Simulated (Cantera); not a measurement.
A closed system holds: 1 mol CCl₄, 0.075 mol Si, 0.11 mol H₂, held at 2448 K and 0.443 Torr.

Method: chemical equilibrium by Gibbs-energy minimisation in Cantera with the NASA 1993 tables (ideal gas, pure condensed phases). Candidate condensed phases: C, C₆H₆, C₇H₈, C₈H₁₈, Si, SiC; 109 gas species. The tables' values for SiCl, SiCl₃ are old estimates; treat these amounts as uncertain. Kinetics and transport are ignored.

Base state: Cl 0.928, HCl 0.0348, H 0.0179, Si 0.00853, SiCl₂ 0.00617, SiC₂ 0.00190, SiCl 0.00168, H₂ 0.000477 (mole fractions); condensed: C(graphite).

Task: What changes in the equilibrium state with this change: H₂ from 0.11 to 0.91 mol?

Result: 
| species | before | after |
|---|---|---|
| Cl | 0.928 | 0.636 |
| HCl | 0.0348 | 0.183 |
| H | 0.0179 | 0.137 |
| H₂ | 0.000477 | 0.0279 |
| Si | 0.00853 | 0.00911 |
| C₂H₂ (acetylene) | 4.13e-6 | 0.000241 |
| SiH | 1.30e-6 | 1.06e-5 |
| C₂H | 9.93e-6 | 7.60e-5 |
| C₂HCl | 3.17e-6 | 1.66e-5 |
| C(graphite), mol | 0.979 | 0.971 |
The tables' values for SiCl are old estimates; treat these amounts as uncertain.
